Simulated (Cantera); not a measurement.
**Si2H6 + HCl + H2 (silicon epitaxy and polysilicon growth)**

Input: 1 mol Si2H6, 2.9 mol HCl, 63 mol H2, equilibrated at 1273.15 K.

Equilibrium computed with Cantera from the NASA thermochemical tables; the gas is ideal and each condensed phase is pure. Candidate condensed phases: Si; 19 gas species. The feed counts by its element totals alone. The tables' values for SiCl3 are old estimates; treat these amounts as uncertain. Rates play no part.

| P (Pa) | log p H2 | log p HCl | log p SiCl2 | log p SiHCl3 | log p SiCl4 | log p SiH2Cl2 | log p SiCl3 | log p SiH3Cl | n Si(s) |
|---|---|---|---|---|---|---|---|---|---|
| 100 | -3.02 | -4.45 | -5.48 | -8.21 | -8.25 | -9.04 | -7.27 | -10.41 | 1.77 |
| 350 | -2.47 | -3.91 | -4.94 | -7.13 | -7.17 | -7.95 | -6.46 | -9.32 | 1.76 |
| 1300 | -1.90 | -3.35 | -4.38 | -6.01 | -6.06 | -6.82 | -5.63 | -8.19 | 1.76 |
| 4500 | -1.36 | -2.82 | -3.87 | -4.97 | -5.03 | -5.77 | -4.86 | -7.12 | 1.74 |
| 16000 | -0.81 | -2.30 | -3.38 | -3.97 | -4.06 | -4.73 | -4.13 | -6.05 | 1.70 |
| 56000 | -0.27 | -1.82 | -2.96 | -3.06 | -3.22 | -3.77 | -3.50 | -5.03 | 1.62 |
| 200000 | 0.29 | -1.36 | -2.60 | -2.24 | -2.50 | -2.85 | -2.96 | -4.01 | 1.52 |
log p: log10 of the partial pressure in bar; n: condensed amount in mol.

From 0.00100 bar to 2.00 bar the condensed part is Si(s). The main Si-bearing gas is SiCl2 at 0.00100 bar and SiHCl3 at 2.00 bar. The share of Si in condensed phases is highest at 0.00100 bar (88.3 %) and lowest at 2.00 bar (76.0 %).
